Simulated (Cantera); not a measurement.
A Cantera script and its output.

```python
import numpy as np
import cantera as ct

gas = ct.Solution("gri30.yaml")
gas.TPX = 425, 100000, {'CH4': 1, 'C2H6': 0.49, 'O2': 3.38, 'N2': 12.7, 'CO2': 1.6}
inlet = ct.Reservoir(gas, clone=True)
gas.equilibrate("HP")  # start burning
reactor = ct.IdealGasConstPressureReactor(gas, energy="on", clone=False)
exhaust = ct.Reservoir(gas, clone=True)
tau = [0.32, 0.13, 0.056, 0.024, 0.01, 0.0042, 0.0018, 0.00075, 0.00032, 0.00013, 5.7e-05][0]
for a, b in ((inlet, reactor), (reactor, exhaust)):
    ct.MassFlowController(a, b, mdot=lambda t: reactor.mass / tau)
net = ct.ReactorNet([reactor])
show = ['CH4', 'C2H6', 'O2', 'H', 'HCO']

rows = []
print(f"{'tau/s':>10s}{'T/K':>9s}" + "".join(f"{s:>11s}" for s in show))
for tau in [0.32, 0.13, 0.056, 0.024, 0.01, 0.0042, 0.0018, 0.00075, 0.00032, 0.00013, 5.7e-05]:
    net.initial_time = 0.0
    net.advance(30 * tau)
    before = gas.X
    net.advance(40 * tau)
    drift = np.max(np.abs(gas.X - before) / (gas.X + 1e-9))
    rows.append([gas.T, *gas[show].X, drift])
    print(f"{tau:10.3e}{gas.T:9.1f}" + "".join(f"{x:11.3e}" for x in gas[show].X))
```

Output:

```
     tau/s      T/K        CH4       C2H6         O2          H        HCO
 3.200e-01   2113.9  2.242e-06  7.244e-08  1.040e-03  5.339e-04  1.563e-08
 1.300e-01   2102.0  3.683e-06  1.658e-07  1.633e-03  7.171e-04  3.275e-08
 5.600e-02   2085.0  5.876e-06  3.525e-07  2.504e-03  9.828e-04  6.824e-08
 2.400e-02   2061.0  9.678e-06  7.388e-07  3.763e-03  1.386e-03  1.467e-07
 1.000e-02   2027.9  1.696e-05  1.557e-06  5.494e-03  2.006e-03  3.304e-07
 4.200e-03   1987.2  3.124e-05  3.229e-06  7.612e-03  2.879e-03  7.501e-07
 1.800e-03   1941.2  6.025e-05  6.631e-06  1.002e-02  3.989e-03  1.684e-06
 7.500e-04   1888.9  1.286e-04  1.449e-05  1.291e-02  5.275e-03  3.910e-06
 3.200e-04   1833.2  3.042e-04  3.406e-05  1.667e-02  6.218e-03  9.042e-06
 1.300e-04    425.0  5.216e-02  2.556e-02  1.763e-01 -2.237e-32 -7.365e-37
 5.700e-05    425.0  5.216e-02  2.556e-02  1.763e-01  1.592e-34 -1.912e-40
```

Computed with Cantera and GRI-Mech 3.0 (53 species, 325 reactions).
